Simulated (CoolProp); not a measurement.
Vapour-liquid equilibrium of ethanol (1) + n-heptane (2) at 1680 kPa; x and y are mole fractions of (1).

Model: multi-fluid Helmholtz-energy mixture model, Schroeder 2014 and Span 2003; pair parameters Bell 2016, in CoolProp.

```tsv
x	bubble temperature, mixture model (K)	bubble temperature, Raoult's law (K)	y, mixture model	y, Raoult's law
0.05	491.8	499.7	0.171	0.144
0.15	472.2	488.8	0.403	0.357
0.25	462.1	480.2	0.519	0.507
0.35	456.4	473.1	0.589	0.621
0.45	452.7	467.2	0.642	0.710
0.55	450.1	462.2	0.689	0.784
0.65	448.2	457.7	0.739	0.845
0.75	446.8	453.8	0.796	0.897
0.85	445.9	450.3	0.865	0.942
0.95	445.6	447.1	0.950	0.982
```

The largest gap from Raoult's law is -18.1 K in bubble temperature, at x = 0.25. No azeotrope shows between x = 0.05 and 0.95.

The pair parameters rest on a limited set of measurements; away from them the model extrapolates.
